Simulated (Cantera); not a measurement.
A Cantera script and its output.

```python
import numpy as np
import cantera as ct

gas = ct.Solution("h2o2.yaml")
gas.TPX = 675, 500000, {'H2': 1, 'O2': 0.385, 'N2': 1.45}
flame = ct.FreeFlame(gas, width=0.013)
flame.set_refine_criteria(ratio=3, slope=0.08, curve=0.16)
flame.transport_model = "mixture-averaged"
flame.solve(loglevel=0, auto=True)
flame.transport_model = "multicomponent"
flame.soret_enabled = False
flame.solve(loglevel=0, refine_grid=True)
z, T = flame.grid, flame.T
thick = (T[-1] - T[0]) / np.gradient(T, z).max()
show = ['H2', 'O2', 'O', 'H2O2', 'H2O', 'OH']
print(f"laminar burning velocity  {flame.velocity[0] * 100:.3f} cm/s")
print(f"burnt temperature         {T[-1]:.1f} K")
print(f"thermal thickness         {thick * 1e3:.4f} mm")
print(f"grid points               {len(z)}")
z0 = z[flame.heat_release_rate.argmax()]
print(f"{'z/mm':>9s}{'T/K':>9s}{'u/(m/s)':>9s}" + "".join(f"{s:>11s}" for s in show))
rows = []
for k in (-3, -2, -1.5, -1, -0.5, -0.25, 0, 0.25, 0.5, 1, 2, 4, 8):
    zz = z0 + k * thick
    rows.append([k * thick, np.interp(zz, z, T), np.interp(zz, z, flame.velocity),
                 *(np.interp(zz, z, flame.X[gas.species_index(s)]) for s in show)])
    print(f"{rows[-1][0] * 1e3:9.3f}{rows[-1][1]:9.1f}{rows[-1][2]:9.3f}" + "".join(f"{x:11.3e}" for x in rows[-1][3:]))
```

Output:

```
laminar burning velocity  1070.707 cm/s
burnt temperature         2611.5 K
thermal thickness         0.0603 mm
grid points               121
     z/mm      T/K  u/(m/s)         H2         O2          O       H2O2        H2O         OH
   -0.181    675.0   10.707  3.527e-01  1.358e-01  5.008e-15  1.882e-14  1.244e-11  2.673e-16
   -0.121    675.0   10.707  3.527e-01  1.358e-01  1.940e-12  2.107e-12  1.028e-09  1.039e-13
   -0.090    675.0   10.707  3.527e-01  1.358e-01  4.851e-11  3.778e-11  1.483e-08  2.617e-12
   -0.060    675.1   10.707  3.526e-01  1.358e-01  9.265e-09  5.361e-09  1.252e-06  6.775e-10
   -0.030    704.2   11.082  3.462e-01  1.360e-01  1.355e-05  8.300e-06  1.275e-03  7.148e-05
   -0.015    967.7   14.803  3.075e-01  1.283e-01  4.863e-04  4.341e-05  2.607e-02  1.218e-03
    0.000   1434.9   21.190  2.108e-01  8.854e-02  4.101e-03  1.286e-05  1.133e-01  4.422e-03
    0.015   1766.3   25.668  1.275e-01  3.781e-02  7.097e-03  3.763e-06  2.073e-01  1.026e-02
    0.030   1933.7   27.878  9.922e-02  1.698e-02  7.158e-03  2.343e-06  2.453e-01  1.394e-02
    0.060   2101.2   29.998  9.169e-02  8.156e-03  5.826e-03  1.376e-06  2.644e-01  1.588e-02
    0.121   2259.0   31.906  9.194e-02  5.120e-03  3.829e-03  8.541e-07  2.763e-01  1.519e-02
    0.241   2394.9   33.490  9.178e-02  2.960e-03  2.125e-03  5.639e-07  2.877e-01  1.284e-02
    0.482   2496.1   34.631  9.123e-02  1.494e-03  1.034e-03  3.654e-07  2.972e-01  9.782e-03
```

Detailed kinetics in Cantera: the H2/O2 subset of GRI-Mech 3.0, which has no nitrogen chemistry. The hydrogen kinetics of GRI-Mech 3.0 are dated; newer H2 mechanisms differ, most at raised pressure. Burning velocities carry a grid error of a few per cent, more on coarse grids.
